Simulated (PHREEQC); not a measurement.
## Reverse-osmosis permeate

Synthetic water in mg/kgw, 25 °C, pH 6.12, pe 3:

```json
[
 {"constituent": "Na", "mg/kgw": "1.3"},
 {"constituent": "K", "mg/kgw": "15"},
 {"constituent": "Ca", "mg/kgw": "6.07"},
 {"constituent": "Mg", "mg/kgw": "0.0125"},
 {"constituent": "Cl", "mg/kgw": "3.68"},
 {"constituent": "S(6) as SO4", "mg/kgw": "16.8"},
 {"constituent": "Alkalinity as HCO3", "mg/kgw": "17.8"},
 {"constituent": "Si as SiO2", "mg/kgw": "0.0188"},
 {"constituent": "B", "mg/kgw": "0.0124"}
]
```

Valence states are taken as typed.

All values are PHREEQC results (ion-association model, wateq4f.dat), not measurements.

No solid was allowed to form.

Q: Estimate the charge-balance error.

A: charge-balance error -0.1 %.

Q: In which forms is C present?

A: CO2 62 %, HCO3- 38 % of the C.
